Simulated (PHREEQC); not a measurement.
Consider water at 45 °C with 0.153 mol/kgw ZnCl2 and 7.2e-05 mol/kgw Na2SO4. Closed to the air; pH follows from the charge balance.

All values are PHREEQC results (ion-association model, phreeqc.dat), not measurements.

Problem. The ionic strength comes out as 0.363 mol/kgw. What activity coefficients do ZnCl+, ZnOH+, SO4-2, ZnCl3-, Na+ get?

Solution. ZnCl+ 0.67, ZnOH+ 0.72, SO4-2 0.22, ZnCl3- 0.67, Na+ 0.71.

No solid was allowed to form. At this temperature some constants are extrapolated from 25 °C, and those without enthalpy data are left unchanged.
